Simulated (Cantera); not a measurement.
A closed system holds: 1 mol Pb, 1.1 mol H2, 17 mol N2, equilibrated at 800 K and 0.563 Torr.

Method: chemical equilibrium by Gibbs-energy minimisation in Cantera with the NASA 1993 tables (ideal gas, pure condensed phases). Candidate condensed phases: Pb; 11 gas species. The numbers say what is thermodynamically allowed, not how fast it happens.

Question: What is the equilibrium state?

Answer: x(N2): 0.939
x(H2): 0.0608
x(Pb): 8.19e-5
n(Pb(l)): 0.999 mol
gas amount: 18.10 mol
